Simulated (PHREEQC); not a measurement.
Make-up at 20 °C: 0.0063 mol HBF4 and 0.38 mol (NH4)2HPO4 per kg of water. Closed to the air; pH follows from the charge balance.

Model: ion-association model, phreeqc.dat, run in PHREEQC.

Each row changes one thing in this solution. Precipitation was switched off in this run.

| case | pH | ionic strength (mol/kgw) |
|---|---|---|
| as made | 7.67 | 1.10 |
| (NH4)2HPO4 from 0.38 to 0.57 mol/kgw | 7.77 | 1.67 |
| HBF4 left out | 8.05 | 1.11 |
| diluted 5-fold with water | 7.78 | 0.218 |
| (NH4)2HPO4 left out | 2.27 | 0.00583 |
| HBF4 from 0.0063 to 0.063 mol/kgw | 6.44 | 0.906 |
| diluted 100-fold with water | 7.93 | 0.0107 |
| HBF4 from 0.0063 to 0.0126 mol/kgw | 7.41 | 1.08 |
| (NH4)2HPO4 from 0.38 to 0.038 mol/kgw | 6.62 | 0.0886 |

The ionic strength passes 0.7 mol/kgw, the rough limit of the ion-association models, in as made; (NH4)2HPO4 from 0.38 to 0.57 mol/kgw; HBF4 left out; HBF4 from 0.0063 to 0.063 mol/kgw; HBF4 from 0.0063 to 0.0126 mol/kgw. Real BF4- forms and hydrolyses slowly; the run takes it at equilibrium.
